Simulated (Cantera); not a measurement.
Cantera run:

```python
import numpy as np
import cantera as ct

gas_names = """
    CL CL2 H HCL H2 N NH NH2 NH3 N2 N2H2 N2H4 Si SiCL SiCL2 SiCL3 SiCL4 SiH SiHCL3 SiH2 SiH2CL2 SiH3
    SiH3CL SiH4 SiN Si2 Si2N Si3
""".split()
cond_names = """
    NH4CL(a) NH4CL(b) Si(cr) Si(L) Si3N4(a)
""".split()


# ... load() reads the species with a 1 bar reference pressure and builds the phases ...
atoms = {
    'SiH2Cl2': {'Si': 1, 'H': 2, 'CL': 2},
    'N2': {'N': 2},
}
top_T = {'Si3N4(a)': 2400}  # K; cautious upper limits of use, not melting points


# ... equilibrate(T, P, feed) seeds the gas with the atoms and calls Mixture.equilibrate('TP', solver="vcs", rtol=1e-11, max_steps=5000) ...
results = []
feed = {'SiH2Cl2': 1, 'N2': 7.4}  # mol
P = 250  # Pa
for T in [1598, 1648, 1698, 1748, 1798, 1848, 1898, 1948, 1998]:
    mix = equilibrate(T, P, feed)
    results.append((T, P, feed, dict(zip(mix.species_names, mix.species_moles))))

top = {s: max(r[3][s] / sum(r[3][g] for g in gas_names) for r in results) for s in gas_names}
cols = sorted((s for s in top if top[s] > 0.001), key=lambda s: -top[s])[:5]
seen = [c for c in cond_names if any(r[3].get(c, 0) > 1e-12 for r in results)]
print("log10 of partial pressures in bar; condensed amounts in mol")
print(f"{'T/K':>10s}" + "".join(f"{s[:9]:>10s}" for s in cols + seen))
for T, P, feed, n in results:
    ng = sum(n[g] for g in gas_names)
    print(f"{T:10.4g}" + "".join(f"{np.log10(max(n[s] / ng * P / 1e5, 1e-99)):10.3f}" for s in cols)
          + "".join(f"{n.get(c, 0):10.4g}" for c in seen))
```

Result:

```
log10 of partial pressures in bar; condensed amounts in mol
       T/K        N2        H2     SiCL2       HCL        Si     Si(L)  Si3N4(a)
      1598    -2.709    -3.742    -3.754    -3.740    -7.583         0    0.1138
      1648    -2.708    -3.706    -3.714    -3.829    -6.901         0   0.09246
      1698    -2.708    -3.680    -3.684    -3.921    -6.259         0   0.07421
      1748    -2.707    -3.683    -3.686    -3.946    -5.837    0.2089         0
      1798    -2.707    -3.689    -3.691    -3.936    -5.511    0.2072         0
      1848    -2.708    -3.696    -3.697    -3.927    -5.203    0.1986         0
      1898    -2.710    -3.704    -3.704    -3.921    -4.911    0.1776         0
      1948    -2.713    -3.714    -3.714    -3.917    -4.634     0.135         0
      1998    -2.718    -3.727    -3.728    -3.918    -4.371   0.05553         0
```

These are equilibrium values from Cantera (NASA tables, ideal gas, pure condensed phases), not measurements of a reactor. The tables' values for SiCl, SiCl3, SiN are old estimates; treat these amounts as uncertain.
